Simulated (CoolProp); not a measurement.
The numbers come from the reference Helmholtz-energy equation of state, Span 2003 in CoolProp. It is a short technical equation, of lower accuracy than the large ones.

For n-heptane, give the phase and the Z, speed of sound (m/s), viscosity (µPa s) at 284.9 K and 57.2 kPa; 284.9 K and 1640 kPa.


- 284.9 K and 57.2 kPa: liquid; Z 0.00350, speed of sound 1180, viscosity 453
- 284.9 K and 1640 kPa: liquid; Z 0.100, speed of sound 1190, viscosity 460

Viscosity comes from a separate model (Michailidou 2014).
